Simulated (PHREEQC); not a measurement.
## Copper plating or etch bath: speciation

Make-up at 20 °C: 0.0079 mol/kgw CuCl2, 0.0035 mol/kgw HNO3 and 0.00021 mol/kgw H3BO3. Closed to the air; pH follows from the charge balance.

The numbers come from PHREEQC with the ion-association model, phreeqc.dat.

No solid was allowed to form.

What pH does the model give?

pH 2.51.

In which forms is Cu present?

Cu+2 98 %, CuCl+ 1.8 % of the Cu.
